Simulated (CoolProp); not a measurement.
The numbers come from the reference Helmholtz-energy equation of state, McLinden 2015 in CoolProp.

Q: For the fluoroketone C6F12O (FK-5-1-12), give the phase and the Joule-Thomson coefficient (K/MPa) at 402.4 K and 0.147 MPa; 490.2 K and 0.0922 MPa; 197.3 K and 2.13 MPa.

A: 
- 402.4 K and 0.147 MPa: gas; Joule-Thomson coefficient 11.3
- 490.2 K and 0.0922 MPa: gas; Joule-Thomson coefficient 5.94
- 197.3 K and 2.13 MPa: liquid; Joule-Thomson coefficient -0.341
